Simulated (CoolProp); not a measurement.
Properties of methane along the isotherm 101.7 K.

Computed with CoolProp (reference Helmholtz-energy equation of state, Setzmann 1991).

| p (MPa) | phase | Z | Joule-Thomson coefficient (K/MPa) | fugacity coefficient |
|---|---|---|---|---|
| 0.862 | liquid | 0.03741 | -0.4552 | 0.04827 |
| 1.72 | liquid | 0.07453 | -0.4575 | 0.02511 |
| 2.59 | liquid | 0.1121 | -0.4597 | 0.01732 |
| 3.45 | liquid | 0.1490 | -0.4619 | 0.01349 |
| 4.31 | liquid | 0.1859 | -0.4640 | 0.01121 |
| 5.17 | liquid | 0.2227 | -0.4660 | 0.009697 |
| 6.04 | liquid | 0.2598 | -0.4680 | 0.008617 |
| 6.9 | liquid | 0.2964 | -0.4699 | 0.007827 |
